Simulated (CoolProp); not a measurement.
Saturation properties of R134a (Tc = 374.2 K, pc = 4.059 MPa, ω = 0.327).

Values from CoolProp's reference Helmholtz-energy equation of state, Tillner-Roth 1994.

```
T (K)    p (MPa)  vapour Z  surface tension (mN/m)  liquid viscosity (µPa s)  vapour viscosity (µPa s)  liquid conductivity (mW/(m K))
-----  ---------  --------  ----------------------  ------------------------  ------------------------  ------------------------------
177.2  0.0008533    0.9984                    26.2                      1620                      7.12                             141
191.5   0.003200    0.9961                    23.8                      1060                      7.68                             132
205.8   0.009657    0.9916                    21.5                       765                      8.24                             125
220.2    0.02473    0.9839                    19.3                       580                      8.79                             117
234.5    0.05494    0.9719                    17.1                       457                      9.32                             110
248.8     0.1096    0.9547                    14.9                       369                      9.84                             103
263.2     0.2010    0.9316                    12.8                       303                      10.4                            96.5
277.5     0.3418    0.9020                    10.8                       252                      10.9                            90.1
291.8     0.5482    0.8653                    8.87                       211                      11.4                            83.9
306.1     0.8376    0.8207                    7.00                       176                      12.0                            77.7
320.5      1.232    0.7664                    5.22                       147                      12.8                            71.6
334.8      1.748    0.7007                    3.55                       121                      13.7                            65.4
```

It boils at 247.1 K under 1 atm.

Viscosity comes from a separate model (Huber 2003), an estimate that may be off by 10 % or more. Thermal conductivity comes from a separate model (McLinden 2000), an estimate that may be off by 10 % or more. Surface tension comes from a separate correlation (Mulero 2012).
